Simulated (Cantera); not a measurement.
Cantera run, input and output.

```python
import numpy as np
import cantera as ct

surf = ct.Interface("diamond.yaml", "diamond_100")
gas, bulk = surf.adjacent["gas"], surf.adjacent["diamond"]
k = surf.kinetics_species_index(bulk.species_names[0])
cover = ["c6HH", "c6H*", "c6*H", "c6**", "c6HM", "c6B"]

rows, drift = [], 0.0
print(f"{'T':>10s}{'um/h':>11s}" + "".join(f"{s:>11s}" for s in cover))
for v in [925, 1000, 1075, 1150, 1225, 1300, 1375]:
    T, P, xH, xCH3 = v, 25000, 0.0079, 3.5e-05
    gas.TPX = T, P, {"H": xH, "CH3": xCH3, "CH4": 0.0054, "H2": 1 - xH - xCH3 - 0.0054}
    surf.TP = bulk.TP = T, P
    surf.coverages = "c6H*:0.1, c6HH:0.9"
    surf.advance_coverages(100.0)
    before = surf.coverages
    surf.advance_coverages(100.0)
    drift = max(drift, np.max(np.abs(surf.coverages - before) / (surf.coverages + 1e-9)))
    rate = surf.net_production_rates[k] * bulk.mean_molecular_weight / bulk.density * 3.6e9
    rows.append([rate, *surf[cover].coverages])
    print(f"{v:10.4g}{rate:11.4e}" + "".join(f"{x:11.3e}" for x in rows[-1][1:]))
```

It prints:

```
         T       um/h       c6HH       c6H*       c6*H       c6**       c6HM        c6B
       925 3.1699e+00  6.648e-01  1.255e-02  3.129e-01  5.473e-03  3.333e-03  8.602e-09
      1000 4.6153e+00  5.950e-01  1.866e-02  3.733e-01  9.757e-03  2.403e-03  1.252e-08
      1075 6.1564e+00  5.308e-01  2.572e-02  4.250e-01  1.582e-02  1.741e-03  1.671e-08
      1150 7.2669e+00  4.737e-01  3.341e-02  4.672e-01  2.375e-02  1.198e-03  1.972e-08
      1225 6.8746e+00  4.241e-01  4.142e-02  4.998e-01  3.343e-02  6.856e-04  1.865e-08
      1300 4.9958e+00  3.817e-01  4.946e-02  5.237e-01  4.455e-02  2.864e-04  1.356e-08
      1375 3.5214e+00  3.459e-01  5.729e-02  5.399e-01  5.667e-02  9.338e-05  9.555e-09
```

Cantera simulation using the Harris–Goodwin 1993 mechanism for the reconstructed diamond (100) surface; the numbers are that mechanism's predictions, not measurements.
